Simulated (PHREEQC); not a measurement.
A PHREEQC speciation (ion-association model, phreeqc.dat) at 68 °C gives pH 5.03 and these molalities:

```tsv
species	mol/kgw
NH4+	0.107
SO4-2	0.0450
NH4SO4-	0.0170
NH3	6.00e-5
HSO4-	4.81e-5
H+	1.19e-5
```

**Question.** What are the element totals, and what could have been dissolved in 1 kg of water to give them?

**Answer.** One answer among several that fit: totals N(-3) 0.124, S(6) 0.0620 mol/kgw, from 0.062 mol (NH4)2SO4 per kg of water.

Precipitation was switched off in this run. Complexes and solids missing from the database can't appear. At this temperature some constants are extrapolated from 25 °C, and those without enthalpy data are left unchanged.
